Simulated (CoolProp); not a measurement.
The numbers come from the reference Helmholtz-energy equation of state, Thol 2019 in CoolProp.

Q: For tetradecamethylhexasiloxane (MD4M), give the phase and the cp (kJ/(kg K)), cv (kJ/(kg K)), expansivity (1/kK) at 375.1 K and 0.101 MPa; 383.7 K and 0.101 MPa.

A: 
- 375.1 K and 0.101 MPa: liquid; cp 1.89, cv 1.63, expansivity 1.21
- 383.7 K and 0.101 MPa: liquid; cp 1.90, cv 1.65, expansivity 1.23
